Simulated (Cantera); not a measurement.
An adiabatic, constant-volume homogeneous reactor starts with CH4 : O2 : N2 = 1 : 1.82 : 6.84 (molar parts), at 1000 K and 0.680 bar. Integrator tolerance rtol = 1e-08.

Model: GRI-Mech 3.0 (53 species, 325 reactions), integrated in Cantera.

Problem. What does this change do: N2 6.84 to 9.2 parts?

Solution. 
```
quantity                                                              before                                      after
---------------------------------  -----------------------------------------  -----------------------------------------
time of steepest temperature rise                                     1.69 s                                not reached
temperature at 2.00 s                                                 2763 K                                     1018 K
equilibrium temperature                                               2763 K                                     2617 K
x(CH4) at 2.00 s                       <1e-12 (gas-phase equilibrium <1e-12)      0.0810 (gas-phase equilibrium <1e-12)
x(O2) at 2.00 s                      0.00997 (gas-phase equilibrium 0.00997)      0.150 (gas-phase equilibrium 0.00525)
x(CH2O) at 2.00 s                  8.35e-10 (gas-phase equilibrium 8.35e-10)  0.000703 (gas-phase equilibrium 3.56e-10)
x(CH3) at 2.00 s                       <1e-12 (gas-phase equilibrium <1e-12)     4.42e-6 (gas-phase equilibrium <1e-12)
x(CO2) at 2.00 s                       0.0512 (gas-phase equilibrium 0.0512)     4.71e-6 (gas-phase equilibrium 0.0480)
```

Problem. What does this change do: initial temperature 1000 to 1575 K?

Solution. 
| quantity | before | after |
|---|---|---|
| time of steepest temperature rise | 1.69 s | 0.775 ms |
| temperature at 2.00 s | 2763 K | 2904 K |
| equilibrium temperature | 2763 K | 2904 K |
| x(CH4) at 2.00 s | <1e-12 (gas-phase equilibrium <1e-12) | <1e-12 (gas-phase equilibrium <1e-12) |
| x(O2) at 2.00 s | 0.00997 (gas-phase equilibrium 0.00997) | 0.0160 (gas-phase equilibrium 0.0160) |
| x(CH2O) at 2.00 s | 8.35e-10 (gas-phase equilibrium 8.35e-10) | 9.90e-10 (gas-phase equilibrium 9.90e-10) |
| x(CH3) at 2.00 s | <1e-12 (gas-phase equilibrium <1e-12) | <1e-12 (gas-phase equilibrium <1e-12) |
| x(CO2) at 2.00 s | 0.0512 (gas-phase equilibrium 0.0512) | 0.0374 (gas-phase equilibrium 0.0374) |
